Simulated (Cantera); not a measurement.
Feed: 1 mol BF₃, 1 mol NH₃, 13 mol N₂, held at 1623 K.

Method: chemical equilibrium by Gibbs-energy minimisation in Cantera with the NASA 1993 tables (ideal gas, pure condensed phases). Candidate condensed phases: B, BN; 31 gas species. Rates play no part.

**Question.** Which condensed phases are stable at each of these points (P (Pa)): 10, 46, 220, 1000, 4600, 22000, 100000?

**Answer.** 
| P (Pa) | condensed phases | B condensed (%) |
|---|---|---|
| 10 | gas only | 0.0 |
| 46 | gas only | 0.0 |
| 220 | BN(s) | 0.7 |
| 1000 | BN(s) | 4.2 |
| 4600 | BN(s) | 5.5 |
| 22000 | BN(s) | 6.1 |
| 100000 | BN(s) | 6.3 |

From 0.000100 bar to 0.000460 bar nothing is condensed. From 0.00220 bar to 1.00 bar the condensed part is BN(s).
